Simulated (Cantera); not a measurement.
Cantera run:

```python
import numpy as np
import cantera as ct

gas_names = """
    CL CL2 H HCL H2 N NH NH2 NH3 N2 N2H2 N2H4 Si SiCL SiCL2 SiCL3 SiCL4 SiH SiHCL3 SiH2 SiH2CL2 SiH3
    SiH3CL SiH4 SiN Si2 Si2N Si3
""".split()
cond_names = """
    NH4CL(a) NH4CL(b) Si(cr) Si(L) Si3N4(a)
""".split()


# ... load() reads the species with a 1 bar reference pressure and builds the phases ...
atoms = {
    'Si3N4': {'Si': 3, 'N': 4},
    'HCl': {'H': 1, 'CL': 1},
}
top_T = {'Si3N4(a)': 2400}  # K; cautious upper limits of use, not melting points


# ... equilibrate(T, P, feed) seeds the gas with the atoms and calls Mixture.equilibrate('TP', solver="vcs", rtol=1e-11, max_steps=5000) ...
results = []
T = 1123.15  # K
P = 3.3  # Pa
for m in [4.7, 6.1, 8, 10, 13, 18, 23, 30]:
    feed = {'Si3N4': 1, 'HCl': m}  # mol
    mix = equilibrate(T, P, feed)
    results.append((T, P, feed, dict(zip(mix.species_names, mix.species_moles))))

top = {s: max(r[3][s] / sum(r[3][g] for g in gas_names) for r in results) for s in gas_names}
cols = sorted((s for s in top if top[s] > 1e-05), key=lambda s: -top[s])[:6]
seen = [c for c in cond_names if any(r[3].get(c, 0) > 1e-12 for r in results)]
print("log10 of partial pressures in bar; condensed amounts in mol")
print(f"{'n(HCl)':>10s}" + "".join(f"{s[:9]:>10s}" for s in cols + seen))
for T, P, feed, n in results:
    ng = sum(n[g] for g in gas_names)
    print(f"{feed['HCl']:10.4g}" + "".join(f"{np.log10(max(n[s] / ng * P / 1e5, 1e-99)):10.3f}" for s in cols)
          + "".join(f"{n.get(c, 0):10.4g}" for c in seen))
```

Result:

```
log10 of partial pressures in bar; condensed amounts in mol
    n(HCl)       HCL        H2        N2     SiCL4     SiCL2     SiCL3  Si3N4(a)
       4.7    -4.719    -5.153    -5.562    -5.571    -6.020    -6.342    0.8058
       6.1    -4.719    -5.153    -5.562    -5.571    -6.020    -6.342    0.7479
         8    -4.719    -5.153    -5.562    -5.571    -6.020    -6.342    0.6694
        10    -4.719    -5.153    -5.562    -5.571    -6.020    -6.342    0.5868
        13    -4.719    -5.153    -5.562    -5.571    -6.020    -6.342    0.4628
        18    -4.719    -5.153    -5.562    -5.571    -6.020    -6.342    0.2562
        23    -4.719    -5.153    -5.562    -5.571    -6.020    -6.342   0.04955
        30    -4.667    -5.227    -5.653    -5.616    -6.243    -6.476         0
```

Equilibrium computed with Cantera from the NASA thermochemical tables; the gas is ideal and each condensed phase is pure. The tables' values for SiCl3 are old estimates; treat these amounts as uncertain.
